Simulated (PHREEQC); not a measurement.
# Alkaline etch or developer (model solution)

Solution (20 °C): 0.0048 mol/kgw NH3, 7.4e-05 mol/kgw K2SiO3 and 0.034 mol/kgw Na2CO3. Closed to the air; pH follows from the charge balance.

Model: ion-association model, phreeqc.dat, run in PHREEQC.

* **pH**: 11.29
* **ionic strength**: 0.0837 mol/kgw
* **specific conductance**: 4870 µS/cm
* **density**: 1.002 g/cm³
* **total alkalinity**: 73.0 meq/kg

```json
[
 {"species": "Na+", "molality": "0.0595", "activity": "0.0474", "log γ": "-0.099"},
 {"species": "CO3-2", "molality": "0.0240", "activity": "0.00984", "log γ": "-0.387"},
 {"species": "NaCO3-", "molality": "0.00847", "activity": "0.00672", "log γ": "-0.101"},
 {"species": "NH3", "molality": "0.00472", "activity": "0.00481", "log γ": "0.008"},
 {"species": "OH-", "molality": "0.00170", "activity": "0.00132", "log γ": "-0.110"},
 {"species": "HCO3-", "molality": "0.00151", "activity": "0.00121", "log γ": "-0.097"},
 {"species": "K+", "molality": "0.000148", "activity": "0.000115", "log γ": "-0.109"},
 {"species": "NH4+", "molality": "8.22e-5", "activity": "6.26e-5", "log γ": "-0.118"},
 {"species": "H3SiO4-", "molality": "7.05e-5", "activity": "5.52e-5", "log γ": "-0.106"},
 {"species": "NaHCO3", "molality": "3.25e-5", "activity": "3.32e-5", "log γ": "0.008"},
 {"species": "H4SiO4", "molality": "2.27e-6", "activity": "2.32e-6", "log γ": "0.008"},
 {"species": "H2SiO4-2", "molality": "1.26e-6", "activity": "5.19e-7", "log γ": "-0.387"},
 {"species": "CO2", "molality": "1.48e-8", "activity": "1.51e-8", "log γ": "0.008"}
]
```

Precipitation was switched off in this run.
